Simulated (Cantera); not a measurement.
A closed system holds: 1 mol CaO, 1.4 mol F2, 13 mol H2, at 650 K and 1330 Pa.

Method: chemical equilibrium by Gibbs-energy minimisation in Cantera with the NASA 1993 tables (ideal gas, pure condensed phases). Candidate condensed phases: Ca, CaF2, CaO, Ca(OH)2, H2O; 29 gas species. Equilibrium is a limit: real reactors are often held back by kinetics, nucleation or transport.

Base state: H2 0.866, H2O 0.0746, HF 0.0597 (mole fractions); condensed: CaF2(s).

What changes in the equilibrium state with this change: F2 from 1.4 to 5.2 mol?


```tsv
species	before	after
HF	0.0597	0.488
H2	0.866	0.453
H2O	0.0746	0.0581
CaF2(s), mol	1.00	1.00
```
